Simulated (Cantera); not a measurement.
## Low-pressure radical oxidation in H2/O2

An isothermal, constant-pressure homogeneous reactor starts with 1.86 % H2, 98.1 % O2, equivalence ratio 0.0095, at 1325 K and 0.0250 bar.

Computed with Cantera and GRI-Mech 3.0 (53 species, 325 reactions). Radical loss at walls, strong at low pressure, is not modelled.

```
t (s)         x H2   x O2    x H2O       x O    x HO2       x H      x OH
--------  --------  -----  -------  --------  -------  --------  --------
4.00e-5     0.0186  0.981  1.46e-9   7.70e-9  1.07e-8   4.45e-9   7.21e-9
0.000142    0.0186  0.981  3.49e-8   5.90e-8  3.81e-8   1.38e-8   4.96e-8
0.000503    0.0186  0.981  2.18e-6   1.97e-6  1.39e-7   3.42e-7   1.54e-6
0.00178    0.00337  0.968   0.0125    0.0107  2.64e-6   0.00162   0.00384
0.00632   0.000125  0.966   0.0171    0.0142  1.78e-6  0.000945   0.00193
0.0224     9.34e-5  0.970   0.0175    0.0104  1.56e-6  0.000598   0.00167
0.0795     4.13e-5  0.976   0.0181   0.00448  1.04e-6  0.000171   0.00112
0.282      8.34e-6  0.980   0.0185  0.000891  3.99e-7   1.53e-5  0.000504
1.00       1.07e-6  0.981   0.0187  0.000113  9.00e-8   6.96e-7  0.000181
```
x: mole fraction; the columns are a selection and need not sum to one.

Equilibrium at this temperature and pressure: H2 1.62e-8, O2 0.981, H2O 0.0188, O 1.74e-6, HO2 2.59e-8, H 1.33e-9, OH 2.24e-5 (gas phase only).
